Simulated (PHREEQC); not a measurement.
Solution (5 °C): 0.22 mol/kgw HCl, 3e-05 mol/kgw CuSO4 and 0.27 mol/kgw MgSO4. It is in equilibrium with CO2 at log p = 0 (atm). Otherwise closed; pH follows from the charge balance.

Model: ion-association model, phreeqc.dat, run in PHREEQC.

Problem. The ionic strength comes out as 0.738 mol/kgw. What activity coefficients do Cl-, H+, Mg+2, HSO4-, SO4-2 get?

Solution. Cl- 0.63, H+ 0.76, Mg+2 0.30, HSO4- 0.76, SO4-2 0.18.

No solid was allowed to form. The ionic strength is past about 0.7 mol/kgw, beyond the range of this activity model, so the values are rough. Away from 25 °C the constants follow the database's enthalpies or fits; those with neither stay at their 25 °C values.
